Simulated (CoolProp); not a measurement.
Carbonyl sulfide along the isotherm 427.5 K: Z from the reference equation and from simpler models built on Tc = 378.8 K, pc = 6369 kPa, ω = 0.098; each cubic takes its own stable root.

Computed with CoolProp (reference Helmholtz-energy equation of state, Lemmon 2006). It is a short technical equation, of lower accuracy than the large ones.

```json
[
 {"p (kPa)": "2650", "phase": "gas", "reference": "0.8984", "Redlich-Kwong": "0.8952", "Soave-Redlich-Kwong": "0.8984", "Peng-Robinson": "0.8850"},
 {"p (kPa)": "5310", "phase": "gas", "reference": "0.7807", "Redlich-Kwong": "0.7765", "Soave-Redlich-Kwong": "0.7846", "Peng-Robinson": "0.7602"},
 {"p (kPa)": "7960", "phase": "supercritical", "reference": "0.6427", "Redlich-Kwong": "0.6398", "Soave-Redlich-Kwong": "0.6571", "Peng-Robinson": "0.6256"},
 {"p (kPa)": "10600", "phase": "supercritical", "reference": "0.4998", "Redlich-Kwong": "0.5099", "Soave-Redlich-Kwong": "0.5370", "Peng-Robinson": "0.5046"},
 {"p (kPa)": "13300", "phase": "supercritical", "reference": "0.4362", "Redlich-Kwong": "0.4711", "Soave-Redlich-Kwong": "0.4920", "Peng-Robinson": "0.4571"},
 {"p (kPa)": "15900", "phase": "supercritical", "reference": "0.4458", "Redlich-Kwong": "0.4869", "Soave-Redlich-Kwong": "0.5028", "Peng-Robinson": "0.4632"},
 {"p (kPa)": "18600", "phase": "supercritical", "reference": "0.4773", "Redlich-Kwong": "0.5191", "Soave-Redlich-Kwong": "0.5323", "Peng-Robinson": "0.4877"},
 {"p (kPa)": "21200", "phase": "supercritical", "reference": "0.5141", "Redlich-Kwong": "0.5554", "Soave-Redlich-Kwong": "0.5672", "Peng-Robinson": "0.5179"},
 {"p (kPa)": "23900", "phase": "supercritical", "reference": "0.5548", "Redlich-Kwong": "0.5955", "Soave-Redlich-Kwong": "0.6062", "Peng-Robinson": "0.5522"},
 {"p (kPa)": "26500", "phase": "supercritical", "reference": "0.5951", "Redlich-Kwong": "0.6350", "Soave-Redlich-Kwong": "0.6450", "Peng-Robinson": "0.5866"},
 {"p (kPa)": "29200", "phase": "supercritical", "reference": "0.6374", "Redlich-Kwong": "0.6764", "Soave-Redlich-Kwong": "0.6860", "Peng-Robinson": "0.6229"},
 {"p (kPa)": "31800", "phase": "supercritical", "reference": "0.6781", "Redlich-Kwong": "0.7164", "Soave-Redlich-Kwong": "0.7256", "Peng-Robinson": "0.6583"}
]
```
